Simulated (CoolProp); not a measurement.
Saturated liquid density (kg/m³) of hydrogen chloride: the reference equation beside estimates from Tc = 324.7 K, pc = 8.314 MPa, ω = 0.130. Rackett uses Z = 0.29056 − 0.08775 ω.

Computed with CoolProp (reference Helmholtz-energy equation of state, Thol 2018).

| T (K) | reference | Rackett | van der Waals | Redlich-Kwong | Soave-Redlich-Kwong | Peng-Robinson |
|---|---|---|---|---|---|---|
| 213 | 1121 | 1030 | 664.5 | 970.8 | 983.4 | 1112 |
| 224.5 | 1089 | 1001 | 645.6 | 937.6 | 951.9 | 1078 |
| 236.1 | 1055 | 969.9 | 625.3 | 901.4 | 917.2 | 1039 |
| 247.6 | 1019 | 937.2 | 603.6 | 862.6 | 879.6 | 997.4 |
| 259.2 | 980.1 | 901.8 | 579.9 | 819.8 | 837.6 | 950.2 |
| 270.7 | 937.5 | 863.6 | 554.0 | 773.2 | 791.2 | 897.5 |
| 282.3 | 889.2 | 820.6 | 524.7 | 720.5 | 738.2 | 836.6 |
| 293.8 | 833.4 | 771.5 | 491.3 | 660.7 | 677.1 | 765.7 |
| 305.4 | 763.4 | 710.8 | 450.4 | 588.3 | 602.2 | 677.8 |
| 316.9 | 661.0 | 624.1 | 394.4 | 491.8 | 501.0 | 558.2 |

Absolute difference from the reference over all 10 rows, mean and median: Rackett 7.6 and 7.9 %, van der Waals 40.8 and 40.8 %, Redlich-Kwong 17.9 and 16.9 %, Soave-Redlich-Kwong 16.3 and 15.1 %, Peng-Robinson 5.4 and 3.7 %.
